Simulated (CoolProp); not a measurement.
The fluid at 895.32 K and 2.28 MPa flows at 3.5 m/s in a round tube of 12.7 mm bore and 45 µm roughness, fully developed (64/Re and Nu = 3.66 if laminar; Colebrook and Gnielinski if turbulent). The same conditions are run with several fluids, on thermodynamics alone (safety and materials aside).

Computed with CoolProp (reference Helmholtz-energy equation of state of each fluid (nitrogen: Span 2000; dry air: Lemmon 2000; carbon dioxide: Span 1996; oxygen: Schmidt 1985; water: Wagner 2002)). Blends and air are pseudo-pure fits.

Question: Rank nitrogen, dry air, carbon dioxide, oxygen, water by Reynolds number, highest first.

Answer: carbon dioxide (15600), nitrogen (9770), dry air (9690), oxygen (9440), water (7370)

```tsv
fluid	Darcy friction factor	pressure drop (Pa/m)	heat-transfer coefficient (W/(m² K))	mass flow (kg/h)
nitrogen	0.0360	148	164	13.6
dry air	0.0360	153	167	14.1
carbon dioxide	0.0334	216	265	21.4
oxygen	0.0362	170	175	15.5
water	0.0379	102	191	8.89
```

Above 300 K oxygen's equation is extrapolated.

Transport values come from each fluid's own correlations.
